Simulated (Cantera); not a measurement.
A perfectly stirred reactor is fed with 0.585 % C₂H₆, 99.4 % N₂, at 30.0 Torr; it is held at 1423 K, and followed from long to short residence time.

Detailed kinetics in Cantera: GRI-Mech 3.0 (53 species, 325 reactions). GRI-Mech 3.0 stops at C3 and has no aromatics, soot or wall deposition, so with more carbon than oxygen in the feed, carbon stays in small species such as C2H2 where larger ones or solid carbon would form. Radical loss at walls, strong at low pressure, is not modelled.

One state of this run: x C₂H₆ = 0.00446; x H = 3.06e-5; x CH₄ = 0.000140; x C₂H₄ = 0.00101; x H₂ = 0.00105; x C₂H₂ = 5.73e-5; x HCN = 1.65e-7. x: mole fraction; the columns are a selection and need not sum to one.

Q: Which value of τ (s) does it belong to?
A) 0.25
B) 0.081
C) 0.0028
D) 2.4

A: C, 0.0028
